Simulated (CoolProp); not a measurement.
Vapour-liquid equilibrium of n-heptane (1) + o-xylene (2) at 403.3 K; x and y are mole fractions of (1).

Computed with CoolProp (multi-fluid Helmholtz-energy mixture model, Span 2003 and Zhou 2012; pair parameters Bell 2016).

```
x     bubble pressure (MPa)  y at the bubble point  dew pressure at overall composition x (MPa)  liquid density (mol/L)
----  ---------------------  ---------------------  -------------------------------------------  ----------------------
0.05                0.08038                  0.185                                      0.07134                   7.289
0.15                 0.1019                  0.414                                      0.07785                   7.116
0.25                 0.1210                  0.554                                      0.08558                   6.948
0.35                 0.1384                  0.652                                      0.09491                   6.785
0.45                 0.1545                  0.727                                       0.1063                   6.625
0.55                 0.1698                  0.789                                       0.1204                   6.469
0.65                 0.1847                  0.842                                       0.1380                   6.317
0.75                 0.1994                  0.890                                       0.1600                   6.169
0.85                 0.2141                  0.935                                       0.1870                   6.024
0.95                 0.2290                  0.979                                       0.2190                   5.883
```

No azeotrope shows between x = 0.05 and 0.95.

Pair parameters are fitted to limited data, so mixtures are less certain than the pure fluids.
